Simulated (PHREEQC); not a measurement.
NaOH is added in steps, without added water, to 1 kg of water holding 0.063 mol HF, 4.1e-05 mol NH4HF2 and 0.00023 mol H2SO4, at 20 °C. O2 is buffered at 0.21 atm. No CO2 enters from the air. Precipitation was switched off in this run.

Base run: PHREEQC, ion-association model, phreeqc.dat. Each further column changes one thing. The table gives HSO4- (mol/kgw).

| NaOH added (mol) | base | Davies equation for every ion | database wateq4f.dat | metal-ligand complexes left out | Debye-Hückel limiting law |
|---|---|---|---|---|---|
| 0 | 7.40e-5 | 7.33e-5 | 6.86e-5 | 7.40e-5 | 7.14e-5 |
| 0.0068 | 4.88e-5 | 4.82e-5 | 4.30e-5 | 4.96e-5 | 4.65e-5 |
| 0.0102 | 3.90e-5 | 3.84e-5 | 3.37e-5 | 3.98e-5 | 3.68e-5 |
| 0.017 | 2.46e-5 | 2.42e-5 | 2.10e-5 | 2.55e-5 | 2.29e-5 |
| 0.0238 | 1.57e-5 | 1.54e-5 | 1.35e-5 | 1.64e-5 | 1.43e-5 |
| 0.0272 | 1.25e-5 | 1.23e-5 | 1.08e-5 | 1.32e-5 | 1.13e-5 |
| 0.034 | 7.92e-6 | 7.74e-6 | 7.02e-6 | 8.43e-6 | [?] |
| 0.0408 | 4.87e-6 | 4.75e-6 | 4.43e-6 | [?] | 4.28e-6 |
| 0.0442 | 3.73e-6 | 3.63e-6 | 3.44e-6 | 4.02e-6 | 3.25e-6 |
| 0.051 | 1.99e-6 | 1.93e-6 | 1.88e-6 | 2.16e-6 | [?] |
| 0.0578 | 7.57e-7 | 7.36e-7 | 7.39e-7 | 8.27e-7 | 6.42e-7 |
| 0.0612 | 2.81e-7 | 2.73e-7 | 2.78e-7 | 3.07e-7 | 2.36e-7 |
| 0.068 | 1.81e-14 | 1.76e-14 | 1.80e-14 | 2.05e-14 | 1.54e-14 |

Problem. What belongs in the gaps?

Solution. 
- 0.034, Debye-Hückel limiting law: 7.07e-6
- 0.0408, metal-ligand complexes left out: 5.23e-6
- 0.051, Debye-Hückel limiting law: 1.71e-6

 wateq4f.dat counts part of the HF as a dimer, H2F2, which phreeqc.dat doesn't know; its constant is uncertain. phreeqc.dat and wateq4f.dat share most of their constants, so their agreement is no independent check.
